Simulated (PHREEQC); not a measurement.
Ultrapure water in contact with air or piping: speciation

Model water analysis in mg/L, 20 °C, pH 5.95, pe 8.7:

```
constituent            mg/L
------------------  -------
Na                  0.00659
K                    0.0112
Ca                   0.0422
Mg                  0.00222
Cl                   0.0619
S(6) as SO4         0.00976
Alkalinity as HCO3   0.0541
Ba                  0.00903
```

Valence states are taken as typed.

Model: ion-association model, wateq4f.dat, run in PHREEQC.

```json
{
  "ionic_strength": "5.35e-6 mol/kgw",
  "charge_balance_error": "1.9 %"
}
```

```json
[
 {"species": "CO2", "molality": "5.41e-6", "activity": "5.41e-6", "log γ": "0.000"},
 {"species": "HCO3-", "molality": "2.00e-6", "activity": "2.00e-6", "log γ": "-0.001"},
 {"species": "Cl-", "molality": "1.75e-6", "activity": "1.74e-6", "log γ": "-0.001"},
 {"species": "H+", "molality": "1.13e-6", "activity": "1.12e-6", "log γ": "-0.001"},
 {"species": "Ca+2", "molality": "1.05e-6", "activity": "1.04e-6", "log γ": "-0.005"},
 {"species": "Na+", "molality": "2.87e-7", "activity": "2.86e-7", "log γ": "-0.001"},
 {"species": "K+", "molality": "2.86e-7", "activity": "2.86e-7", "log γ": "-0.001"},
 {"species": "SO4-2", "molality": "1.02e-7", "activity": "1.01e-7", "log γ": "-0.005"},
 {"species": "Mg+2", "molality": "9.13e-8", "activity": "9.03e-8", "log γ": "-0.005"}
]
```

Precipitation was switched off in this run.
